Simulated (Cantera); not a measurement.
An adiabatic, constant-volume homogeneous reactor starts with 5.28 % C3H8, 18.8 % O2, 70.7 % N2, 5.17 % CO2, at 1023 K and 1200000 Pa.

Computed with Cantera and GRI-Mech 3.0 (53 species, 325 reactions). GRI-Mech 3.0 was tuned for natural gas; its chemistry of propane as a main component is partial and can be far from experiment. The pressure lies above the range GRI-Mech 3.0 was tuned for (to about 10 atm).

x: mole fraction; the columns are a selection and need not sum to one.

```json
[
 {"t (s)": "9.00e-6", "T (K)": "1023", "P (bar)": "12.0", "x C3H8": "0.0528", "x O2": "0.188", "x CO2": "0.0517", "x H": "<1e-12", "x NO": "<1e-12", "x H2": "3.58e-11", "x CO": "<1e-12"},
 {"t (s)": "3.16e-5", "T (K)": "1023", "P (bar)": "12.0", "x C3H8": "0.0528", "x O2": "0.188", "x CO2": "0.0517", "x H": "<1e-12", "x NO": "<1e-12", "x H2": "2.05e-10", "x CO": "<1e-12"},
 {"t (s)": "0.000111", "T (K)": "1023", "P (bar)": "12.0", "x C3H8": "0.0528", "x O2": "0.188", "x CO2": "0.0517", "x H": "3.44e-12", "x NO": "<1e-12", "x H2": "(withheld)", "x CO": "1.44e-11"},
 {"t (s)": "0.000390", "T (K)": "1023", "P (bar)": "12.0", "x C3H8": "0.0528", "x O2": "0.188", "x CO2": "0.0517", "x H": "1.84e-11", "x NO": "<1e-12", "x H2": "5.09e-8", "x CO": "1.27e-9"},
 {"t (s)": "0.00137", "T (K)": "1023", "P (bar)": "12.0", "x C3H8": "0.0527", "x O2": "0.188", "x CO2": "0.0517", "x H": "3.15e-11", "x NO": "<1e-12", "x H2": "4.68e-7", "x CO": "6.35e-8"},
 {"t (s)": "0.00480", "T (K)": "1023", "P (bar)": "12.0", "x C3H8": "0.0526", "x O2": "0.188", "x CO2": "0.0517", "x H": "4.70e-11", "x NO": "<1e-12", "x H2": "(withheld)", "x CO": "(withheld)"},
 {"t (s)": "0.0169", "T (K)": "1023", "P (bar)": "12.0", "x C3H8": "0.0518", "x O2": "0.188", "x CO2": "0.0517", "x H": "1.59e-10", "x NO": "<1e-12", "x H2": "1.93e-5", "x CO": "2.87e-5"},
 {"t (s)": "0.0592", "T (K)": "2840", "P (bar)": "37.8", "x C3H8": "<1e-12", "x O2": "0.000460", "x CO2": "0.0784", "x H": "0.00265", "x NO": "0.00162", "x H2": "0.0296", "x CO": "0.107"},
 {"t (s)": "0.208", "T (K)": "2840", "P (bar)": "37.8", "x C3H8": "<1e-12", "x O2": "0.000460", "x CO2": "0.0784", "x H": "0.00265", "x NO": "0.00162", "x H2": "0.0296", "x CO": "0.107"},
 {"t (s)": "0.730", "T (K)": "2840", "P (bar)": "37.8", "x C3H8": "<1e-12", "x O2": "0.000460", "x CO2": "0.0784", "x H": "0.00265", "x NO": "0.00162", "x H2": "0.0296", "x CO": "0.107"},
 {"t (s)": "2.56", "T (K)": "2840", "P (bar)": "37.8", "x C3H8": "<1e-12", "x O2": "0.000460", "x CO2": "0.0784", "x H": "0.00265", "x NO": "0.00162", "x H2": "0.0296", "x CO": "0.107"},
 {"t (s)": "9.00", "T (K)": "2840", "P (bar)": "37.8", "x C3H8": "<1e-12", "x O2": "0.000460", "x CO2": "0.0784", "x H": "0.00265", "x NO": "0.00162", "x H2": "0.0296", "x CO": "0.107"}
]
```

Fill in the missing entries.


- 0.000111, x H2: 2.55e-9
- 0.00480, x H2: 2.56e-6
- 0.00480, x CO: 1.37e-6
